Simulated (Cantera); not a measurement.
Input (Python, Cantera):

```python
import numpy as np
import cantera as ct

surf = ct.Interface("diamond.yaml", "diamond_100")
gas, bulk = surf.adjacent["gas"], surf.adjacent["diamond"]
k = surf.kinetics_species_index(bulk.species_names[0])
cover = ["c6HH", "c6H*", "c6*H", "c6**", "c6HM", "c6B"]

rows, drift = [], 0.0
print(f"{'xCH3':>10s}{'um/h':>11s}" + "".join(f"{s:>11s}" for s in cover))
for v in [1e-06, 2.3e-06, 5.2e-06, 1.2e-05, 2.7e-05, 6.1e-05, 0.00014, 0.00032, 0.00072]:
    T, P, xH, xCH3 = 1375, 8200, 0.0057, v
    gas.TPX = T, P, {"H": xH, "CH3": xCH3, "CH4": 0.003, "H2": 1 - xH - xCH3 - 0.003}
    surf.TP = bulk.TP = T, P
    surf.coverages = "c6H*:0.1, c6HH:0.9"
    surf.advance_coverages(100.0)
    before = surf.coverages
    surf.advance_coverages(100.0)
    drift = max(drift, np.max(np.abs(surf.coverages - before) / (surf.coverages + 1e-9)))
    rate = surf.net_production_rates[k] * bulk.mean_molecular_weight / bulk.density * 3.6e9
    rows.append([rate, *surf[cover].coverages])
    print(f"{v:10.4g}{rate:11.4e}" + "".join(f"{x:11.3e}" for x in rows[-1][1:]))
```

Output:

```
      xCH3       um/h       c6HH       c6H*       c6*H       c6**       c6HM        c6B
     1e-06 1.9368e-02  3.501e-01  5.683e-02  5.386e-01  5.445e-02  9.405e-07  5.256e-11
   2.3e-06 4.4544e-02  3.501e-01  5.683e-02  5.386e-01  5.445e-02  2.163e-06  1.209e-10
   5.2e-06 1.0070e-01  3.501e-01  5.682e-02  5.386e-01  5.445e-02  4.890e-06  2.733e-10
   1.2e-05 2.3233e-01  3.501e-01  5.682e-02  5.386e-01  5.443e-02  1.128e-05  6.304e-10
   2.7e-05 5.2247e-01  3.501e-01  5.682e-02  5.385e-01  5.440e-02  2.538e-05  1.418e-09
   6.1e-05 1.1790e+00  3.501e-01  5.681e-02  5.385e-01  5.433e-02  5.731e-05  3.199e-09
   0.00014 2.6988e+00  3.501e-01  5.680e-02  5.383e-01  5.417e-02  1.314e-04  7.323e-09
   0.00032 6.1313e+00  3.499e-01  5.676e-02  5.380e-01  5.380e-02  2.993e-04  1.664e-08
   0.00072 1.3613e+01  3.497e-01  5.668e-02  5.372e-01  5.300e-02  6.691e-04  3.694e-08
```

Cantera simulation using the Harris–Goodwin 1993 mechanism for the reconstructed diamond (100) surface; the numbers are that mechanism's predictions, not measurements.
